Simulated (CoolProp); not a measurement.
Computed with CoolProp (reference Helmholtz-energy equation of state, Schroeder 2014).

**Question.** For ethanol, give the phase and the density (kg/m³), cp (kJ/(kg K)), Prandtl number, fugacity coefficient at 370.6 K and 0.285 MPa.

**Answer.** 
- 370.6 K and 0.285 MPa: liquid; density 717, cp 3.14, Prandtl number 6.98, fugacity coefficient 0.686

Viscosity comes from a separate model (Kiselev 2005). Thermal conductivity comes from a separate model (Assael 2013).
